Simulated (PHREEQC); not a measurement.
Make-up at 75 °C: 120 mmol/kgw HF, 0.17 mmol/kgw KF and 0.1 mmol/kgw (NH4)2SiF6. Closed to the air; pH follows from the charge balance.

Computed with PHREEQC (ion-association model, phreeqc.dat).

### Question
The ionic strength comes out as 0.00744 mol/kgw. What activity coefficients do H+, NH4+, SiF6-2, K+, F- get?

### Answer
H+ 0.91, NH4+ 0.90, SiF6-2 0.68, K+ 0.90, F- 0.90.

No solid was allowed to form. Away from 25 °C the constants follow the database's enthalpies or fits; those with neither stay at their 25 °C values. SiF6-2 is the database's only silicon fluoride.
